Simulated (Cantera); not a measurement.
Input (Python, Cantera):

```python
import numpy as np
import cantera as ct

gas = ct.Solution("gri30.yaml")
gas.TPX = 1073, 2000, {'H2': 0.0056, 'O2': 1}
reactor = ct.IdealGasConstPressureReactor(gas, energy="off", clone=False)
net = ct.ReactorNet([reactor])
net.rtol, net.atol = 1e-08, 1e-18
show = ['H2', 'O2', 'H', 'O', 'OH', 'HO2']
times = np.geomspace(6e-06, 100, 15)

steps = ct.SolutionArray(gas, extra=["t"])
rows = []
print(f"{'t/s':>10s}{'T/K':>9s}{'P/Pa':>11s}" + "".join(f"{s:>11s}" for s in show))
for t in times:
    while net.time < t:
        t_next = net.step()
        steps.append(gas.state, t=t_next)
    rows.append([np.interp(t, steps.t, y) for y in (steps.T, steps.P, *steps(*show).X.T)])
    print(f"{t:10.3e}{rows[-1][0]:9.1f}{rows[-1][1]:11.4g}" + "".join(f"{x:11.3e}" for x in rows[-1][2:]))
rate = np.gradient(steps.T, steps.t)
print("integrator steps:", len(steps.t))
if steps.T.max() > steps.T[0] + 200:
    print(f"time of steepest temperature rise: {steps.t[rate.argmax()]:.4e} s")
gas.TPX = 1073, 2000, {'H2': 0.0056, 'O2': 1}
gas.equilibrate("TP")
print(f"equilibrium (TP): T = {gas.T:.1f} K  " + "  ".join(f"{s} {gas[s].X[0]:.3e}" for s in show))
```

Result:

```
       t/s      T/K       P/Pa         H2         O2          H          O         OH        HO2
 6.000e-06   1073.0       2000  5.569e-03  9.944e-01  2.937e-12  1.677e-13  1.673e-13  3.107e-12
 1.968e-05   1073.0       2000  5.569e-03  9.944e-01  8.544e-12  1.648e-12  1.635e-12  1.020e-11
 6.454e-05   1073.0       2000  5.569e-03  9.944e-01  1.997e-11  1.396e-11  1.356e-11  3.355e-11
 2.117e-04   1073.0       2000  5.569e-03  9.944e-01  3.442e-11  8.839e-11  8.008e-11  1.105e-10
 6.943e-04   1073.0       2000  5.569e-03  9.944e-01  7.500e-11  5.122e-10  3.891e-10  3.649e-10
 2.277e-03   1073.0       2000  5.569e-03  9.944e-01  5.247e-10  5.956e-09  3.726e-09  1.252e-09
 7.468e-03   1073.0       2000  5.566e-03  9.944e-01  1.806e-07  2.212e-06  1.333e-06  3.293e-08
 2.449e-02   1073.0       2000  6.079e-05  9.904e-01  1.939e-04  3.785e-03  3.560e-04  1.683e-06
 8.034e-02   1073.0       2000  7.852e-06  9.923e-01  5.583e-05  2.042e-03  1.917e-04  9.805e-07
 2.635e-01   1073.0       2000  2.105e-06  9.938e-01  8.011e-06  5.602e-04  1.004e-04  5.043e-07
 8.642e-01   1073.0       2000  3.113e-07  9.943e-01  4.914e-07  8.690e-05  3.972e-05  1.685e-07
 2.834e+00   1073.0       2000  3.762e-08  9.944e-01  2.247e-08  1.106e-05  1.427e-05  3.939e-08
 9.296e+00   1073.0       2000  5.165e-09  9.944e-01  1.228e-09  1.589e-06  5.429e-06  7.874e-09
 3.049e+01   1073.0       2000  9.150e-10  9.944e-01  9.672e-11  2.918e-07  2.328e-06  1.777e-09
 1.000e+02   1073.0       2000  2.038e-10  9.944e-01  1.053e-11  6.655e-08  1.111e-06  6.724e-10
integrator steps: 1670
equilibrium (TP): T = 1073.0 K  H2 2.652e-11  O2 9.944e-01  H 5.135e-13  O 8.831e-09  OH 4.042e-07  HO2 7.888e-10
```

Computed with Cantera and GRI-Mech 3.0 (53 species, 325 reactions). Radical loss at walls, strong at low pressure, is not modelled.
